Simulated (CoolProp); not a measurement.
The numbers come from the reference Helmholtz-energy equation of state, Bücker 2006 in CoolProp.

Task: For isobutane, give the phase and the isothermal compressibility (1/MPa), viscosity (µPa s), conductivity (mW/(m K)), fugacity coefficient at 301.85 °C and 35000 kPa.

Result: 
- 301.85 °C and 35000 kPa: supercritical; isothermal compressibility 0.0105, viscosity 54.1, conductivity 83.1, fugacity coefficient 0.648

Viscosity comes from a separate model (Vogel 2000). Thermal conductivity comes from a separate model (Perkins 2002).
